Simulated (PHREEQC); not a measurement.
A solution holds 74 mmol/kgw NaBF4, 140 mmol/kgw NaF and 0.35 mmol/kgw KHSO4, at 55 °C. Closed to the air; pH follows from the charge balance.

Equilibrium calculation in PHREEQC: ion-association model, wateq4f.dat.

This is a speciation only: nothing precipitates in the calculation.

### Question
What pH, ionic strength, activity of water does the model give?

### Answer
pH 4.48; ionic strength 0.207 mol/kgw; activity of water 0.993.

### Question
In which forms is S present?

### Answer
SO4-2 75 %, NaSO4- 25 % of the S.

At this temperature some constants are extrapolated from 25 °C, and those without enthalpy data are left unchanged. Real BF4- forms and hydrolyses slowly; the run takes it at equilibrium.
